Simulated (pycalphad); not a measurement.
Effect of Mg content in Al-Si-Mg

All values are pycalphad results on the COST 507 light-alloy database (1999) (1 atm), not direct measurements. These are 1990s assessments: newer ones move some temperatures and phases. Amounts are mole fractions of atoms. Kinetics are ignored, which matters at the lower temperatures.

```
alloy                    liquidus (°C)  first solid  solidus (°C)                                phases at 97 °C
-----------------------  -------------  -----------  ------------  ---------------------------------------------
Al-2.36Si-0.29Mg (at.%)            644          fcc           569  fcc 0.97, diamond (Si) 0.02, MG2SI under 0.01
Al-2.36Si-0.59Mg (at.%)            643          fcc           561        fcc 0.97, diamond (Si) 0.02, MG2SI 0.01
Al-2.36Si-0.89Mg (at.%)            642          fcc           557        fcc 0.97, diamond (Si) 0.02, MG2SI 0.01
Al-2.36Si-1.18Mg (at.%)            641          fcc           557        fcc 0.96, diamond (Si) 0.02, MG2SI 0.02
Al-2.36Si-1.77Mg (at.%)            638          fcc           557        fcc 0.96, MG2SI 0.03, diamond (Si) 0.01
Al-2.36Si-2.36Mg (at.%)            636          fcc           557        fcc 0.95, MG2SI 0.04, diamond (Si) 0.01
```

Database names, with the compositions (at.%) that they take in these runs: MG2SI: Mg 67 Si 33.
